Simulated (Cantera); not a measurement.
## AlN + Cl2 + N2 (nitride etching)

A closed system holds: 1 mol AlN, 31 mol Cl2, 28 mol N2, at 8.00 Pa.

Equilibrium computed with Cantera from the NASA thermochemical tables; the gas is ideal and each condensed phase is pure. Candidate condensed phases: Al, AlCl3, AlN; 11 gas species. The tables' values for AlCl2 are old estimates; treat these amounts as uncertain. Equilibrium is a limit: real reactors are often held back by kinetics, nucleation or transport.

From 1177 °C to 1777 °C nothing is condensed. The main Al-bearing gas is AlCl3 at 1177 °C and AlCl at 1777 °C.

```tsv
T (°C)	x Cl	x N2	x Cl2	x AlCl3	x AlCl	x AlCl2	x Al
1177	0.641	0.328	0.0193	0.0115	3.71e-9	2.13e-6	<1e-12
1277	0.660	0.324	0.00531	0.0113	2.21e-7	1.97e-5	<1e-12
1377	0.665	0.323	0.00165	0.0112	8.29e-6	0.000141	8.44e-12
1477	0.666	0.322	0.000577	0.0103	0.000194	0.000758	1.65e-9
1577	0.669	0.320	0.000227	0.00666	0.00223	0.00234	1.26e-7
1677	0.672	0.317	9.82e-5	0.00163	0.00716	0.00232	2.22e-6
1777	0.673	0.315	4.59e-5	0.000215	0.00975	0.00109	1.41e-5
```
x: gas mole fraction; nothing condenses.
